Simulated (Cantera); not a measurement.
A closed system holds: 1 mol C₂H₆, 0.045 mol H₂O, 0.3 mol N₂, 0.3 mol CO₂, at 0.0710 bar.

Equilibrium computed with Cantera from the NASA thermochemical tables; the gas is ideal and each condensed phase is pure. Candidate condensed phases: C, C₆H₆, C₇H₈, C₈H₁₈, H₂O; 136 gas species. Kinetics and transport are ignored. All values below are at 1475 K.

Base state: H₂ 0.763, CO 0.162, N₂ 0.0751, HCN 0.000211, CH₄ 0.000120, H 4.25e-5, H₂O 1.81e-5 (mole fractions); condensed: C(graphite).

Q: What changes in the equilibrium state with this change: CO₂ from 0.3 to 0.53 mol?

A: 
```csv
species,before,after
H₂,0.763,0.684
CO,0.162,0.248
N₂,0.0751,0.0673
H₂O,1.81e-5,2.49e-5
CH₄,0.000120,9.66e-5
"C(graphite), mol",1.65,1.42
```
